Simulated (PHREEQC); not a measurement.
Synthetic water in mg/L, 25 °C, pH 7.7, pe 8.7:

| constituent | mg/L |
|---|---|
| Na | 43.4 |
| K | 309 |
| Ca | 55.1 |
| Mg | 111 |
| Cl | 402 |
| S(6) as SO4 | 10.9 |
| Alkalinity as HCO3 | 307 |
| Br | 2.96 |
| Pb | 6.76 |

Cl is adjusted to close the charge balance.
Valence states are taken as typed.

Equilibrium calculation in PHREEQC: ion-association model, phreeqc.dat.

This is a speciation only: nothing precipitates in the calculation.

### Question
Predict the specific conductance.

### Answer
specific conductance 2440 µS/cm.

### Question
In which forms is Ca present?

### Answer
Ca+2 96 %, CaHCO3+ 3.1 %, CaCO3 0.8 % of the Ca.

The solution is supersaturated, for example in Cerussite, Pb(OH)2, so a real one may precipitate; this is no full list.
